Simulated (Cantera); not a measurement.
Gas mixture: 100 % H2O, at 0.0132 atm, frozen composition.

Cantera's kinetic-theory transport with the Lennard-Jones parameters of GRI-Mech 3.0, ideal gas; thermal conductivity in the mixture-averaged form. Polar gases are described roughly by these parameters.

One state of this run: ρ (kg/m³) = 0.00481; cp (J/kg/K) = 2016; μ (µPa s) = 21.5; λ (mW/m/K) = 60.4; Pr = 0.718; D (cm²/s) N2 = 64.0; D (cm²/s) O = 103; D (cm²/s) NH3 = 61.1. D: mixture-averaged diffusion coefficient of that species in the mixture.

Q: Which value of T (K) does it belong to?
(A) 1400
(B) 1600
(C) 600
(D) 1000

A: C, 600
